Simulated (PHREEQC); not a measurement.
Buffer

Solution (20 °C): 0.19 mol KHCO3 and 0.098 mol Na2SO4 per kg of water. Closed to the air; pH follows from the charge balance.

Computed with PHREEQC (ion-association model, phreeqc.dat).

Precipitation was switched off in this run.

### Question
Estimate the pH, activity of water.

### Answer
pH 7.95; activity of water 0.989.

### Question
In which forms is Na present?

### Answer
Na+ 89 %, NaSO4- 6.8 %, NaHCO3 4.2 %, NaCO3- 0.6 % of the Na.
